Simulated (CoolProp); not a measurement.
The numbers come from the reference Helmholtz-energy equation of state, Gedanitz 2015 in CoolProp.

### Question
Give the vapour pressure (MPa), vapour density (kg/m³), enthalpy of vaporisation (kJ/kg) of saturated cyclopentane at 342.1, 386.3 K.

### Answer
| T (K) | p (MPa) | vapour density (kg/m³) | enthalpy of vaporisation (kJ/kg) |
|---|---|---|---|
| 342.1 | 0.186 | 4.84 | 374 |
| 386.3 | 0.562 | 13.9 | 335 |
